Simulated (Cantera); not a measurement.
Input: 1 mol HBr, 0.019 mol O2, equilibrated at 1700 K and 280000 Pa.

Cantera equilibrium calculation (NASA polynomials, part measured and part estimated; ideal gas, pure solids and liquids). Candidate condensed phases: Br2, H2O; 12 gas species. The numbers say what is thermodynamically allowed, not how fast it happens.

Base state: HBr 0.888, Br 0.0553, H2O 0.0369, Br2 0.0146, H2 0.00530 (mole fractions); condensed: gas only.

**Question.** What changes in the equilibrium state with this change: O2 from 0.019 to 1.3 mol?

**Answer.** 
| species | before | after |
|---|---|---|
| O2 | 7.02e-9 | 0.480 |
| H2O | 0.0369 | 0.190 |
| Br | 0.0553 | 0.154 |
| HBr | 0.888 | 0.0617 |
| Br2 | 0.0146 | 0.113 |
| O | 2.24e-9 | 1.85e-5 |
| H2 | 0.00530 | 3.30e-6 |
